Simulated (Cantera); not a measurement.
Input (Python, Cantera) and output of one run.

```python
import numpy as np
import cantera as ct

gas_names = """
    H HO2 H2 H2O H2O2 O OH O2 O3 Si SiH SiH2 SiH3 SiH4 SiO SiO2 Si2 Si3
""".split()
cond_names = """
    H2O(s) H2O(L) Si(cr) Si(L) SiO2(Lqz) SiO2(hqz) SiO2(L)
""".split()


def load(file, names, dense=False):
    # The tables refer to 1 bar. Condensed volumes are neglected.
    table = {s.name: s for s in ct.Species.list_from_file(file)}
    out = []
    for n in names:
        d = dict(table[n].input_data)
        d["thermo"] = dict(d["thermo"], **{"reference-pressure": 1e5})
        if dense:
            d["equation-of-state"] = {"model": "constant-volume", "density": "1e6 g/cm^3"}
        out.append(ct.Species.from_dict(d))
    return out


gas = ct.Solution(thermo="ideal-gas", species=load("nasa_gas.yaml", gas_names))
cond = {s.name: ct.Solution(thermo="fixed-stoichiometry", species=[s], name=s.name)
        for s in load("nasa_condensed.yaml", cond_names, dense=True)}
atoms = {
    'Si': {'Si': 1},
    'H2O': {'H': 2, 'O': 1},
    'H2': {'H': 2},
}
top_T = {}  # K; cautious upper limits of use, not melting points


def equilibrate(T, P, feed):
    n = {}
    for name, mol in feed.items():
        for a, k in atoms[name].items():
            n[a] = n.get(a, 0.0) + k * mol
    gas.TPX = T, P, n
    mass = sum(n.values()) * gas.mean_molecular_weight
    gas.equilibrate("TP")
    valid = [c for c in cond.values() if c.min_temp <= T <= top_T.get(c.name, c.max_temp)]
    mix = ct.Mixture([(gas, mass / gas.mean_molecular_weight)] + [(c, 0.0) for c in valid])
    mix.T, mix.P = T, P
    mix.equilibrate("TP", solver="vcs", rtol=1e-11, max_steps=5000)
    return mix


results = []
feed = {'Si': 1, 'H2O': 0.13, 'H2': 2.6}  # mol
T = 725  # K
P = 140000  # Pa
mix = equilibrate(T, P, feed)
results.append((T, P, feed, dict(zip(mix.species_names, mix.species_moles))))
print(gas.report(threshold=0.001))
for i in range(1, mix.n_phases):
    print(f"{mix.phase(i).name:16s} {mix.phase_moles(i):12.5e} mol")
```

Result:

```
       temperature   725 K
          pressure   1.4e+05 Pa
           density   0.046822 kg/m^3
  mean mol. weight   2.016 kg/kmol
   phase of matter   gas

                          1 kg             1 kmol
                     ---------------   ---------------
          enthalpy        6.1931e+06        1.2485e+07  J
   internal energy         3.203e+06        6.4572e+06  J
           entropy             76317        1.5386e+05  J/K
    Gibbs function       -4.9137e+07        -9.906e+07  J
 heat capacity c_p             14582             29397  J/K
 heat capacity c_v             10457             21082  J/K

                      mass frac. Y      mole frac. X     chem. pot. / RT
                     ---------------   ---------------   ---------------
                H2                 1                 1           -16.433
     [  +17 minor]        3.1149e-06        1.9552e-07

Si(cr)            9.34999e-01 mol
SiO2(Lqz)         6.50000e-02 mol
```

Method: chemical equilibrium by Gibbs-energy minimisation in Cantera with the NASA 1993 tables (ideal gas, pure condensed phases).
